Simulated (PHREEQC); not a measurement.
Synthetic water in mg/L, 25 °C, pH 6.78, pe 8.6: Na 1; K 0.93; Ca 0.247; Mg 0.345; Cl 1.41; S(6) as SO4 1.52; Alkalinity as HCO3 2.15; N(5) as NO3 0.0163; Pb 0.0077.

Valence states are taken as typed.

All values are PHREEQC results (ion-association model, phreeqc.dat), not measurements.

Precipitation was switched off in this run.

**Question.** Order these Pb species by the share of Pb that they hold, largest first: PbOH+, PbSO4, PbCO3, PbHCO3+, Pb+2.

**Answer.** Pb+2 (76 %), PbCO3 (12 %), PbOH+ (8.6 %), PbHCO3+ (2.0 %), PbSO4 (0.61 %)

The pH is 6.78 and the ionic strength 0.000144 mol/kgw.
